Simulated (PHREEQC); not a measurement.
## Buffer: an equilibrium model

Dissolve 0.00011 mol/kgw H3BO3, 0.00034 mol/kgw NH3 and 0.0001 mol/kgw LiCl at 25 °C. Closed to the air; pH follows from the charge balance.

All values are PHREEQC results (ion-association model, phreeqc.dat), not measurements.

| Item | Value |
|---|---|
| pH | 9.56 |
| ionic strength | 0.000212 mol/kgw |
| total alkalinity | 0.340 meq/kg |

```tsv
species	molality	activity	log γ
NH3	0.000228	0.000228	0.000
NH4+	0.000112	0.000110	-0.007
Cl-	0.000100	9.83e-5	-0.007
Li+	0.000100	9.84e-5	-0.007
H2BO3-	7.48e-5	7.35e-5	-0.007
OH-	3.73e-5	3.67e-5	-0.007
```

This is a speciation only: nothing precipitates in the calculation. Species that the database lacks are ignored.
